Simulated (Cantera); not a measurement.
# Thermodynamics of silicon etching in halogen gases, feed Si + Cl₂ + N₂

Input: 1 mol Si, a varied amount of Cl₂, 0.16 mol N₂, held at 0.0135 Torr.

Method: chemical equilibrium by Gibbs-energy minimisation in Cantera with the NASA 1993 tables (ideal gas, pure condensed phases). Candidate condensed phases: Si, Si₃N₄; 13 gas species. N₂ is the only nitrogen source here; it is nearly inert below about 1500 K, so the nitride shown seldom forms there in practice. Mutual solubility and eutectic melting of coexisting phases are not modelled. The tables' values for SiCl₃ are old estimates. Equilibrium is a limit: real reactors are often held back by kinetics, nucleation or transport.

Stable condensed phases:

```
T in K \ n(Cl₂) in mol
         0.88  1.3  1.8  2.2  2.7  3.1  3.6    4  4.5  4.9
   1450     A    B    B    B    B    B    B    B    B    B
   1400     A    B    B    B    B    B    B    B    B    B
   1350     C    B    B    B    B    B    B    B    B    B
   1300     D    B    B    B    B    B    B    B    B    B
   1250     D    B    B    B    B    B    B    B    B    B
   1200     D    D    B    B    B    B    B    B    B    B
   1150     C    D    B    B    B    B    B    B    B    B
   1100     C    D    D    B    B    B    B    B    B    B
   1050     C    D    D    B    B    B    B    B    B    B
```

A: Si; B: gas only; C: Si + Si₃N₄; D: Si₃N₄.
